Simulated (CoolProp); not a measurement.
Saturated liquid density (kg/m³) of R21: the reference equation beside estimates from Tc = 179.6 °C, pc = 5289 kPa, ω = 0.206. Rackett uses Z = 0.29056 − 0.08775 ω.

Values from CoolProp's reference Helmholtz-energy equation of state, Platzer 1990. This equation is an older, rougher fit; its heat capacities, sound speeds and derivatives of the liquid may be far off and weren't checked against measurements.

```tsv
T (°C)	reference	Rackett	van der Waals	Redlich-Kwong	Soave-Redlich-Kwong	Peng-Robinson
1.05	1423	1438	887.9	1306	1336	1509
7.05	1410	1424	879.7	1292	1323	1495
12.95	1396	1410	871.5	1278	1310	1481
18.95	1382	1396	862.9	1263	1296	1466
24.85	1368	1382	854.3	1248	1282	1450
30.85	1353	1367	845.3	1232	1268	1434
36.75	1339	1352	836.3	1216	1253	1418
42.75	1324	1337	827.0	1199	1237	1400
48.65	1308	1321	817.5	1183	1221	1383
54.65	1293	1305	807.7	1165	1204	1364
60.55	1277	1289	797.7	1147	1187	1345
66.55	1260	1273	787.3	1129	1169	1325
72.45	1243	1256	776.7	1110	1150	1305
78.45	1226	1238	765.7	1090	1131	1283
84.35	1208	1221	754.4	1070	1111	1260
```

Absolute difference from the reference over all 15 rows, mean and median: Rackett 1.0 and 1.0 %, van der Waals 37.5 and 37.5 %, Redlich-Kwong 9.5 and 9.4 %, Soave-Redlich-Kwong 6.8 and 6.6 %, Peng-Robinson 5.6 and 5.7 %.
